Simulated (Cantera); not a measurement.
Charge: 1 mol Al2O3, 0.52 mol SiCl4, 1.9 mol O2, held at 0.250 bar.

Points: T (K) = 1098, 1148, 1198, 1248, 1298, 1348, 1398.

Cantera's Mixture.equilibrate('TP', solver="vcs", rtol=1e-11, max_steps=5000) on the NASA tables stopped like this:

```
 gas = 2.422 mol
   x: O2 5.697e-01  CL2 4.284e-01  CL 1.935e-03  CLO 3.559e-05
   condensed (mol): AL2O3(a) 0.48  AL2SiO5(an) 0.52
T = 1148 K  P = 25000 Pa  gas = 2.424 mol
   x: O2 5.692e-01  CL2 4.272e-01  CL 3.504e-03  CLO 5.775e-05
   condensed (mol): AL2O3(a) 0.22  AL6Si2O13(s) 0.26
T = 1198 K  P = 25000 Pa  gas = 2.427 mol
   x: O2 5.685e-01  CL2 4.254e-01  CL 6.037e-03  CLO 8.991e-05
   condensed (mol): AL2O3(a) 0.22  AL6Si2O13(s) 0.26
T = 1248 K  P = 25000 Pa  gas = 2.432 mol
   x: O2 5.673e-01  CL2 4.226e-01  CL 9.951e-03  CLO 1.349e-04
   condensed (mol): AL2O3(a) 0.22  AL6Si2O13(s) 0.26

*******************************************************************************
CanteraError thrown by VCS_SOLVE::solve_tp_inner:
vcs_solve_TP: ERROR on step change wt[32:AL2SiO5(an)]: -6.938893903907228e-18 < 0.0
*******************************************************************************
```

Question: What got this run through?

Answer: This is not unique; one that fits is The failure is numerical, not chemical. The same input converged with solver="gibbs", rtol=1e-10, max_steps=50000, and the result passed a check of the equilibrium conditions:
```
T = 1098 K  P = 25000 Pa  gas = 2.422 mol
   x: O2 5.697e-01  CL2 4.284e-01  CL 1.935e-03  CLO 3.559e-05
   condensed (mol): AL2O3(a) 0.48  AL2SiO5(an) 0.52
T = 1148 K  P = 25000 Pa  gas = 2.424 mol
   x: O2 5.692e-01  CL2 4.272e-01  CL 3.504e-03  CLO 5.775e-05
   condensed (mol): AL2O3(a) 0.22  AL6Si2O13(s) 0.26
T = 1198 K  P = 25000 Pa  gas = 2.427 mol
   x: O2 5.685e-01  CL2 4.254e-01  CL 6.037e-03  CLO 8.991e-05
   condensed (mol): AL2O3(a) 0.22  AL6Si2O13(s) 0.26
T = 1248 K  P = 25000 Pa  gas = 2.432 mol
   x: O2 5.673e-01  CL2 4.226e-01  CL 9.951e-03  CLO 1.349e-04
   condensed (mol): AL2O3(a) 0.22  AL6Si2O13(s) 0.26
T = 1298 K  P = 25000 Pa  gas = 2.439 mol
   x: O2 5.657e-01  CL2 4.184e-01  CL 1.576e-02  CLO 1.957e-04  ALCL3 1.143e-05
   condensed (mol): AL2O3(a) 0.22  AL6Si2O13(s) 0.26
T = 1348 K  P = 25000 Pa  gas = 2.45 mol
   x: O2 5.633e-01  CL2 4.124e-01  CL 2.408e-02  CLO 2.752e-04  ALCL3 2.604e-05
   condensed (mol): AL2O3(a) 0.22  AL6Si2O13(s) 0.26
T = 1398 K  P = 25000 Pa  gas = 2.464 mol
   x: O2 5.599e-01  CL2 4.040e-01  CL 3.558e-02  CLO 3.761e-04  ALCL3 5.531e-05
   condensed (mol): AL2O3(a) 0.2199  AL6Si2O13(s) 0.26
```

The gas is ideal and each condensed phase is pure. Mutual solubility and eutectic melting of coexisting phases are not modelled. Condensed phases not in the tables: alloys, solid solutions and most ternary compounds.
